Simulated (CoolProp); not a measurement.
CH2F2 (R32) at 281.01 K and 0.622 MPa is compressed adiabatically to 2.23 MPa with isentropic efficiency 0.7. Each further row changes one setting.

Computed with CoolProp (reference Helmholtz-energy equation of state, Tillner-Roth 1997).

```tsv
case	work (kJ/kg)	final temperature (K)	final density (kg/m³)
as stated	82.1	384.0	41.0
efficiency 1	57.5	362.9	44.9
efficiency 0.65	88.4	389.5	40.1
```
